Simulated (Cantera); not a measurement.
# Metals in furnace atmospheres: Fe + CO + N2

A closed system holds: 1 mol Fe, 4.2 mol CO, a varied amount of N2, held at 848.15 K and 180 Pa.

Cantera equilibrium calculation (NASA polynomials, part measured and part estimated; ideal gas, pure solids and liquids). Candidate condensed phases: C, Fe, Fe(CO)5, FeO, Fe2O3, Fe3O4; 27 gas species. Condensed phases not in the tables: cementite and carbon dissolved in iron. Kinetics and transport are ignored.

```
n(N2) (mol)  log p N2  log p CO  log p CO2  n C(graphite)  n Fe(α)
-----------  --------  --------  ---------  -------------  -------
2.1             -3.21     -2.94      -4.52          0.105     1.00
3               -3.12     -2.99      -4.63         0.0927     1.00
4.3             -3.04     -3.06      -4.77         0.0793     1.00
6.1             -2.97     -3.15      -4.93         0.0661     1.00
8.7             -2.91     -3.24      -5.13         0.0533     1.00
13              -2.87     -3.36      -5.37         0.0404     1.00
18              -2.84     -3.47      -5.59         0.0316     1.00
26              -2.81     -3.61      -5.86         0.0234     1.00
37              -2.79     -3.74      -6.12         0.0172     1.00
52              -2.78     -3.87      -6.39         0.0127     1.00
75              -2.77     -4.02      -6.69        0.00903     1.00
110             -2.76     -4.18      -7.00        0.00628     1.00
150             -2.76     -4.31      -7.26        0.00466     1.00
```
log p: log10 of the partial pressure in bar; n: condensed amount in mol.

From 2.1 mol N2 to 150 mol N2 the condensed part is C(graphite) + Fe(α).
